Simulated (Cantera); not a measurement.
An adiabatic, constant-pressure homogeneous reactor starts with CO : H2 : CH4 : O2 : N2 = 1 : 0.28 : 0.082 : 1.09 : 4.09 (molar parts), at 1723 K and 1.01 bar. Integrator tolerance rtol = 1e-08.

Model: GRI-Mech 3.0 (53 species, 325 reactions), integrated in Cantera.

**Question.** What does this change do: CO 1 to 1.7 parts?

**Answer.** 
```
quantity                                                            before                                    after
---------------------------------  ---------------------------------------  ---------------------------------------
time of steepest temperature rise                                  15.5 µs                                  16.1 µs
temperature at 0.800 s                                              2754 K                                   2832 K
equilibrium temperature                                             2754 K                                   2832 K
x(CO) at 0.800 s                     0.0587 (gas-phase equilibrium 0.0587)      0.122 (gas-phase equilibrium 0.122)
x(H2) at 0.800 s                   0.00421 (gas-phase equilibrium 0.00421)  0.00593 (gas-phase equilibrium 0.00593)
x(CH4) at 0.800 s                    <1e-12 (gas-phase equilibrium <1e-12)    <1e-12 (gas-phase equilibrium <1e-12)
x(C2H4) at 0.800 s                   <1e-12 (gas-phase equilibrium <1e-12)    <1e-12 (gas-phase equilibrium <1e-12)
x(HCO) at 0.800 s                  2.70e-8 (gas-phase equilibrium 2.70e-8)  8.03e-8 (gas-phase equilibrium 8.03e-8)
x(NO) at 0.800 s                     0.0169 (gas-phase equilibrium 0.0169)    0.0145 (gas-phase equilibrium 0.0145)
x(NO2) at 0.800 s                  6.40e-6 (gas-phase equilibrium 6.40e-6)  4.12e-6 (gas-phase equilibrium 4.12e-6)
```

**Question.** What does this change do: initial temperature 1723 to 1775 K?

**Answer.** 
```tsv
quantity	before	after
time of steepest temperature rise	15.5 µs	13.6 µs
temperature at 0.800 s	2754 K	2771 K
equilibrium temperature	2754 K	2771 K
x(CO) at 0.800 s	0.0587 (gas-phase equilibrium 0.0587)	0.0613 (gas-phase equilibrium 0.0613)
x(H2) at 0.800 s	0.00421 (gas-phase equilibrium 0.00421)	0.00441 (gas-phase equilibrium 0.00441)
x(CH4) at 0.800 s	<1e-12 (gas-phase equilibrium <1e-12)	<1e-12 (gas-phase equilibrium <1e-12)
x(C2H4) at 0.800 s	<1e-12 (gas-phase equilibrium <1e-12)	<1e-12 (gas-phase equilibrium <1e-12)
x(HCO) at 0.800 s	2.70e-8 (gas-phase equilibrium 2.70e-8)	3.01e-8 (gas-phase equilibrium 3.01e-8)
x(NO) at 0.800 s	0.0169 (gas-phase equilibrium 0.0169)	0.0174 (gas-phase equilibrium 0.0174)
x(NO2) at 0.800 s	6.40e-6 (gas-phase equilibrium 6.40e-6)	6.52e-6 (gas-phase equilibrium 6.52e-6)
```
